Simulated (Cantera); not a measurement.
What does this Cantera script print?

```python
import numpy as np
import cantera as ct

gas_names = """
    AL ALCL ALCL2 ALCL3 ALN AL2 AL2CL6 CL CL2 N N2
""".split()
cond_names = """
    AL(cr) AL(L) ALCL3(s) ALCL3(L) ALN(s)
""".split()


# ... load() reads the species with a 1 bar reference pressure and builds the phases ...
atoms = {
    'Al': {'AL': 1},
    'Cl2': {'CL': 2},
    'N2': {'N': 2},
}
top_T = {'ALN(s)': 2750}  # K; cautious upper limits of use, not melting points


# ... equilibrate(T, P, feed) seeds the gas with the atoms and calls Mixture.equilibrate('TP', solver="vcs", rtol=1e-11, max_steps=5000) ...
results = []
feed = {'Al': 1, 'Cl2': 0.32, 'N2': 2}  # mol
T = 923  # K
P = 570  # Pa
mix = equilibrate(T, P, feed)
results.append((T, P, feed, dict(zip(mix.species_names, mix.species_moles))))
print(gas.report(threshold=0.0001))
for i in range(1, mix.n_phases):
    print(f"{mix.phase(i).name:16s} {mix.phase_moles(i):12.5e} mol")
```

Output:

```
       temperature   923 K
          pressure   570 Pa
           density   0.0029977 kg/m^3
  mean mol. weight   40.36 kg/kmol
   phase of matter   gas

                          1 kg             1 kmol
                     ---------------   ---------------
          enthalpy         -1.14e+06       -4.6011e+07  J
   internal energy       -1.3302e+06       -5.3685e+07  J
           entropy            7242.4         2.923e+05  J/K
    Gibbs function       -7.8248e+06       -3.1581e+08  J
 heat capacity c_p            942.88             38054  J/K
 heat capacity c_v            736.87             29740  J/K

                      mass frac. Y      mole frac. X     chem. pot. / RT
                     ---------------   ---------------   ---------------
             ALCL3           0.38708           0.11717            -125.5
                N2           0.61276           0.88281           -29.951
     [   +9 minor]        0.00016548        2.5363e-05

AL(cr)            0.00000e+00 mol
ALCL3(L)          0.00000e+00 mol
ALN(s)            7.86666e-01 mol
```

Method: chemical equilibrium by Gibbs-energy minimisation in Cantera with the NASA 1993 tables (ideal gas, pure condensed phases).
